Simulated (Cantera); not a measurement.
Cantera run:

```python
import numpy as np
import cantera as ct

gas_names = """
    C CO CO2 C2 C2O C3 C3O2 C4 C5 O O2 O3 Ta TaO TaO2
""".split()
cond_names = """
    C(gr) Ta(cr) Ta(L) TaC(s) TaC(L) Ta2O5(s) Ta2O5(L)
""".split()


def load(file, names, dense=False):
    # The tables refer to 1 bar. Condensed volumes are neglected.
    table = {s.name: s for s in ct.Species.list_from_file(file)}
    out = []
    for n in names:
        d = dict(table[n].input_data)
        d["thermo"] = dict(d["thermo"], **{"reference-pressure": 1e5})
        if dense:
            d["equation-of-state"] = {"model": "constant-volume", "density": "1e6 g/cm^3"}
        out.append(ct.Species.from_dict(d))
    return out


gas = ct.Solution(thermo="ideal-gas", species=load("nasa_gas.yaml", gas_names))
cond = {s.name: ct.Solution(thermo="fixed-stoichiometry", species=[s], name=s.name)
        for s in load("nasa_condensed.yaml", cond_names, dense=True)}
atoms = {
    'Ta2O5': {'Ta': 2, 'O': 5},
    'C': {'C': 1},
    'CO': {'C': 1, 'O': 1},
}
top_T = {'C(gr)': 4500}  # K; cautious upper limits of use, not melting points


def equilibrate(T, P, feed):
    n = {}
    for name, mol in feed.items():
        for a, k in atoms[name].items():
            n[a] = n.get(a, 0.0) + k * mol
    gas.TPX = T, P, n
    mass = sum(n.values()) * gas.mean_molecular_weight
    gas.equilibrate("TP")
    valid = [c for c in cond.values() if c.min_temp <= T <= top_T.get(c.name, c.max_temp)]
    mix = ct.Mixture([(gas, mass / gas.mean_molecular_weight)] + [(c, 0.0) for c in valid])
    mix.T, mix.P = T, P
    mix.equilibrate("TP", solver="vcs", rtol=1e-11, max_steps=5000)
    return mix


results = []
feed = {'Ta2O5': 1, 'C': 0.31, 'CO': 0.031}  # mol
T = 1275  # K
for P in [10, 42, 180, 750, 3200, 13000, 56000, 240000, 1000000]:
    mix = equilibrate(T, P, feed)
    results.append((T, P, feed, dict(zip(mix.species_names, mix.species_moles))))
    x = sorted(zip(gas.X, gas.species_names), reverse=True)
    print(f"T = {T:g} K  P = {P:g} Pa  gas = {mix.phase_moles(0):.4g} mol")
    print("   x: " + "  ".join(f"{s} {v:.3e}" for v, s in x if v > 1e-06))
    print("   condensed (mol): " + ("  ".join(f"{mix.phase(i).name} {mix.phase_moles(i):.4g}"
          for i in range(1, mix.n_phases) if mix.phase_moles(i) > 1e-12) or "none"))
```

Result:

```
T = 1275 K  P = 10 Pa  gas = 0.2524 mol
   x: CO 9.998e-01  CO2 1.532e-04
   condensed (mol): TaC(s) 0.08858  Ta2O5(s) 0.9557
T = 1275 K  P = 42 Pa  gas = 0.2524 mol
   x: CO 9.998e-01  CO2 2.309e-04
   condensed (mol): TaC(s) 0.08859  Ta2O5(s) 0.9557
T = 1275 K  P = 180 Pa  gas = 0.2524 mol
   x: CO 9.997e-01  CO2 3.498e-04
   condensed (mol): TaC(s) 0.0886  Ta2O5(s) 0.9557
T = 1275 K  P = 750 Pa  gas = 0.2524 mol
   x: CO 9.995e-01  CO2 5.258e-04
   condensed (mol): TaC(s) 0.08861  Ta2O5(s) 0.9557
T = 1275 K  P = 3200 Pa  gas = 0.2524 mol
   x: CO 9.992e-01  CO2 7.956e-04
   condensed (mol): TaC(s) 0.08863  Ta2O5(s) 0.9557
T = 1275 K  P = 13000 Pa  gas = 0.2523 mol
   x: CO 9.988e-01  CO2 1.187e-03
   condensed (mol): TaC(s) 0.08866  Ta2O5(s) 0.9557
T = 1275 K  P = 56000 Pa  gas = 0.03088 mol
   x: CO 9.961e-01  CO2 3.895e-03
   condensed (mol): C(gr) 0.3101  Ta2O5(s) 1
T = 1275 K  P = 240000 Pa  gas = 0.0305 mol
   x: CO 9.837e-01  CO2 1.628e-02
   condensed (mol): C(gr) 0.3105  Ta2O5(s) 1
T = 1275 K  P = 1e+06 Pa  gas = 0.0292 mol
   x: CO 9.383e-01  CO2 6.172e-02
   condensed (mol): C(gr) 0.3118  Ta2O5(s) 1
```

Equilibrium computed with Cantera from the NASA thermochemical tables; the gas is ideal and each condensed phase is pure. Mutual solubility and eutectic melting of coexisting phases are not modelled. TaC: taken at fixed stoichiometry. Condensed phases not in the tables: Ta2C.
